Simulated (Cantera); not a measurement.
Input (Python, Cantera):

```python
import numpy as np
import cantera as ct

gas = ct.Solution("h2o2.yaml")
gas.TPX = 550, 100000, {'H2': 0.76, 'O2': 0.179, 'N2': 0.571}
flame = ct.FreeFlame(gas, width=0.04)
flame.set_refine_criteria(ratio=3, slope=0.08, curve=0.16)
flame.transport_model = "mixture-averaged"
flame.solve(loglevel=0, auto=True)
z, T = flame.grid, flame.T
thick = (T[-1] - T[0]) / np.gradient(T, z).max()
show = ['H2', 'O2', 'OH', 'H2O2', 'HO2', 'O']
print(f"laminar burning velocity  {flame.velocity[0] * 100:.3f} cm/s")
print(f"burnt temperature         {T[-1]:.1f} K")
print(f"thermal thickness         {thick * 1e3:.4f} mm")
print(f"grid points               {len(z)}")
z0 = z[flame.heat_release_rate.argmax()]
print(f"{'z/mm':>9s}{'T/K':>9s}{'u/(m/s)':>9s}" + "".join(f"{s:>11s}" for s in show))
rows = []
for k in (-3, -2, -1.5, -1, -0.5, -0.25, 0, 0.25, 0.5, 1, 2, 4, 8):
    zz = z0 + k * thick
    rows.append([k * thick, np.interp(zz, z, T), np.interp(zz, z, flame.velocity),
                 *(np.interp(zz, z, flame.X[gas.species_index(s)]) for s in show)])
    print(f"{rows[-1][0] * 1e3:9.3f}{rows[-1][1]:9.1f}{rows[-1][2]:9.3f}" + "".join(f"{x:11.3e}" for x in rows[-1][3:]))
```

Result:

```
laminar burning velocity  854.550 cm/s
burnt temperature         2309.2 K
thermal thickness         0.4318 mm
grid points               137
     z/mm      T/K  u/(m/s)         H2         O2         OH       H2O2        HO2          O
   -1.295    550.0    8.546  5.033e-01  1.185e-01  2.670e-17  6.080e-16  7.889e-13  1.060e-15
   -0.864    550.0    8.546  5.033e-01  1.185e-01  6.888e-15  1.085e-13  1.341e-10  2.726e-13
   -0.648    550.0    8.546  5.033e-01  1.185e-01  5.195e-13  5.802e-12  6.473e-09  1.991e-11
   -0.432    550.0    8.546  5.033e-01  1.185e-01  1.354e-10  7.247e-10  5.318e-07  2.239e-09
   -0.216    573.9    8.875  4.998e-01  1.185e-01  8.141e-05  4.474e-06  2.669e-04  1.243e-05
   -0.108    813.9   12.280  4.656e-01  1.121e-01  6.772e-04  1.177e-05  1.735e-04  3.290e-04
    0.000   1236.3   18.114  3.568e-01  7.152e-02  2.345e-03  1.941e-06  6.932e-05  3.342e-03
    0.108   1514.0   22.019  2.628e-01  1.754e-02  4.212e-03  9.501e-07  1.655e-05  3.385e-03
    0.216   1632.0   23.605  2.433e-01  3.167e-03  4.571e-03  5.757e-07  2.871e-06  1.890e-03
    0.432   1746.5   25.069  2.481e-01  6.871e-04  5.023e-03  3.767e-07  6.279e-07  1.387e-03
    0.864   1867.7   26.567  2.587e-01  4.533e-04  5.184e-03  2.226e-07  4.103e-07  1.058e-03
    1.727   1988.3   28.016  2.692e-01  2.868e-04  4.853e-03  1.193e-07  2.676e-07  6.938e-04
    3.454   2095.4   29.270  2.786e-01  1.551e-04  4.064e-03  6.138e-08  1.580e-07  3.857e-04
```

Computed with Cantera and the H2/O2 subset of GRI-Mech 3.0, which has no nitrogen chemistry. Burning velocities carry a grid error of a few per cent, more on coarse grids.
